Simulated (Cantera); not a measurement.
Cantera with NASA thermochemical tables; ideal gases at 1 bar, condensed phases pure. Values are per mole of reaction as written; species without (g) are pure solids or liquids, kept so even where they would boil at 1 bar.

2 NH3(g) + 5 V2O5 ⇌ 2 NO2(g) + 5 V2O3 + 3 H2O2(g)

| T (K) | ΔH° (kJ) | ΔS° (J/K) | ΔG° (kJ) | log10 K | condensed phases |
|---|---|---|---|---|---|
| 300 | [?] | [?] | [?] | [?] | V2O5(s), V2O3(s) |
| 473 | 1407.1 | 628.1 | 1110.0 | -122.58 | V2O5(s), V2O3(s) |
| 623 | [?] | [?] | [?] | [?] | V2O5(s), V2O3(s) |
| 773 | 1394.3 | 607.5 | 924.7 | -62.49 | V2O5(s), V2O3(s) |
| 923 | 1387.0 | 598.8 | 834.3 | -47.21 | V2O5(s), V2O3(s) |
| 1073 | [?] | [?] | [?] | [?] | V2O5(l), V2O3(s) |
| 1223 | 1043.7 | 237.1 | 753.7 | -32.19 | V2O5(l), V2O3(s) |

Q: Some entries are withheld; supply them.

A: 
- 300, ΔH° (kJ): 1410.5
- 300, ΔS° (J/K): 636.4
- 300, ΔG° (kJ): 1219.5
- 300, log10 K: -212.34
- 623, ΔH° (kJ): 1401.2
- 623, ΔS° (J/K): 617.3
- 623, ΔG° (kJ): 1016.6
- 623, log10 K: -85.23
- 1073, ΔH° (kJ): 1052.6
- 1073, ΔS° (J/K): 244.9
- 1073, ΔG° (kJ): 789.8
- 1073, log10 K: -38.45
